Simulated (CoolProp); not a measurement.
Computed with CoolProp (reference Helmholtz-energy equation of state, Schmidt 1985).

Question: Give the vapour pressure (MPa), liquid density (kg/m³), enthalpy of vaporisation (kJ/kg), vapour Z of saturated oxygen at 132.9 K.

Answer: 
```
T (K)  p (MPa)  liquid density (kg/m³)  enthalpy of vaporisation (kJ/kg)  vapour Z
-----  -------  ----------------------  --------------------------------  --------
132.9     2.02                     879                               146     0.731
```
